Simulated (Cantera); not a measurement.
Feed: 1 mol TEOS, 9.3 mol O2, 1.1 mol H2, held at 1525 K and 0.133 bar.

Method: chemical equilibrium by Gibbs-energy minimisation in Cantera with the NASA 1993 tables (ideal gas, pure condensed phases). Candidate condensed phases: C, C6H6, C7H8, C8H18, H2O, Si, SiC, SiO2; 123 gas species. The feed counts by its element totals alone. The tables hold silica as quartz up to 1696 K and as liquid above; real silica turns to tridymite and cristobalite and melts near 1996 K. Gases not in the tables: Si(OH)4. The numbers say what is thermodynamically allowed, not how fast it happens.

Base state: H2O 0.437, CO2 0.222, CO 0.197, H2 0.144, H 2.46e-5 (mole fractions); condensed: SiO2(β-quartz).

### Question
What changes in the equilibrium state with this change: O2 from 9.3 to 0.62 mol?

### Answer
| species | before | after |
|---|---|---|
| H2 | 0.144 | 0.749 |
| CO | 0.197 | 0.251 |
| SiO | 8.60e-9 | 0.000545 |
| H2O | 0.437 | 3.60e-5 |
| CO2 | 0.222 | 4.47e-6 |
| CH4 | <1e-9 | 0.000170 |
| H | 2.46e-5 | 5.61e-5 |
| SiO2(β-quartz), mol | 1.00 | 0.758 |
| C(graphite), mol | 0 | 4.05 |
| SiC(s), mol | 0 | 0.234 |
Mutual solubility and eutectic melting of coexisting phases are not modelled.
